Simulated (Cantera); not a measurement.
Feed: 1 mol B2O3, 0.34 mol H2O, equilibrated at 410 Pa.

Method: chemical equilibrium by Gibbs-energy minimisation in Cantera with the NASA 1993 tables (ideal gas, pure condensed phases). Candidate condensed phases: B, B2O3, B3O3H3, H2O; 23 gas species. Equilibrium is a limit: real reactors are often held back by kinetics, nucleation or transport.

### Question
At 1848 K, list the 4 most abundant gas species with their mole fractions, and the condensed phases.

### Answer
B2O3 0.521, HBO2 0.439, H2O 0.0298, BO2 0.00595. Condensed: gas only.
